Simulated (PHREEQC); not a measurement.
Make-up at 20 °C: 0.0017 mol NiSO4, 0.012 mol MgSO4, 0.0007 mol NaHCO3 and 0.068 mol NaCl per kg of water. Closed to the air; pH follows from the charge balance.

Computed with PHREEQC (ion-association model, wateq4f.dat).

```json
{
  "pH": "6.63",
  "ionic_strength": "0.109 mol/kgw",
  "total_alkalinity": "0.700 meq/kg"
}
```

| species | molality | activity | log γ |
|---|---|---|---|
| Cl- | 0.0679 | 0.0516 | -0.119 |
| Na+ | 0.0675 | 0.0526 | -0.108 |
| SO4-2 | 0.00964 | 0.00352 | -0.438 |
| Mg+2 | 0.00934 | 0.00375 | -0.397 |
| MgSO4 | 0.00264 | 0.00271 | 0.011 |
| Ni+2 | 0.00117 | 0.000429 | -0.436 |
| NaSO4- | 0.00114 | 0.000899 | -0.105 |
| HCO3- | 0.000350 | 0.000275 | -0.105 |
| NiSO4 | 0.000275 | 0.000282 | 0.011 |
| CO2 | 0.000153 | 0.000157 | 0.011 |
| NiCO3 | 0.000152 | 0.000156 | 0.011 |
| NiCl+ | 7.14e-5 | 5.56e-5 | -0.109 |

This is a speciation only: nothing precipitates in the calculation. Complexes and solids missing from the database can't appear.
